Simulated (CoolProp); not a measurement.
A closed Brayton cycle with carbon dioxide: compressor inlet 306.15 K and 9 MPa, high pressure 30.6 MPa, turbine inlet 705 K, compressor efficiency 0.85, turbine efficiency 0.85, recuperator effectiveness 0.9 (on enthalpy, no pinch check). Each further row changes one setting.

Model: reference Helmholtz-energy equation of state, Span 1996, in CoolProp.

```tsv
case	thermal efficiency (%)	net work (kJ/kg)	compressor to turbine work	compressor exit (K)	turbine exit (K)
as stated	31.3	90.0	0.27	339.4	577.9
turbine inlet 655 K	___	78.6	0.30	339.4	___
compressor inlet 316.15 K	___	73.6	0.40	390.9	577.9
high pressure 26 MPa	30.3	82.0	___	___	594.4
recuperator effectiveness 0.5	22.1	90.0	0.27	339.4	577.9
```

### Question
What belongs in the gaps?

### Answer

- turbine inlet 655 K, thermal efficiency (%): 29.0
- turbine inlet 655 K, turbine exit (K): 532.2
- compressor inlet 316.15 K, thermal efficiency (%): 28.8
- high pressure 26 MPa, compressor to turbine work: 0.24
- high pressure 26 MPa, compressor exit (K): 333.8
